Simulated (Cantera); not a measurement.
Input: 1 mol MgO, 0.49 mol CH4, 1.7 mol CO, held at 2025 K and 0.00133 bar.

Cantera equilibrium calculation (NASA polynomials, part measured and part estimated; ideal gas, pure solids and liquids). Candidate condensed phases: C, C6H6, C7H8, C8H18, H2O, Mg, MgCO3, MgO, Mg(OH)2; 116 gas species. The tables' values for MgH are old estimates; treat these amounts as uncertain. Kinetics and transport are ignored.

Base state: CO 0.558, H2 0.220, Mg 0.162, H 0.0247, H2O 0.0221, CO2 0.0120, OH 0.000259, MgOH 0.000171 (mole fractions); condensed: MgO(s).

**Question.** What changes in the equilibrium state with this change: CH4 from 0.49 to 0.93 mol?

**Answer.** 
```csv
species,before,after
CO,0.558,0.469
H2,0.220,0.310
Mg,0.162,0.179
CO2,0.0120,0.00303
H2O,0.0221,0.00936
H,0.0247,0.0293
O,2.11e-5,6.37e-6
MgO,2.52e-5,8.40e-6
OH,0.000259,9.26e-5
MgOH,0.000171,6.77e-5
"MgO(s), mol",0.377,0
```

**Question.** What changes in the equilibrium state with this change: CO from 1.7 to 0.023 mol?

**Answer.** 
| species | before | after |
|---|---|---|
| H2 | 0.220 | 0.427 |
| Mg | 0.162 | 0.265 |
| CO | 0.558 | 0.243 |
| CO2 | 0.0120 | 0.00319 |
| H | 0.0247 | 0.0345 |
| H2O | 0.0221 | 0.0262 |
| MgH | 4.38e-5 | 9.97e-5 |
| O | 2.11e-5 | 1.29e-5 |
| MgOH | 0.000171 | 0.000238 |
| OH | 0.000259 | 0.000221 |
| MgO | 2.52e-5 | 2.52e-5 |
| MgO(s), mol | 0.377 | 0.448 |
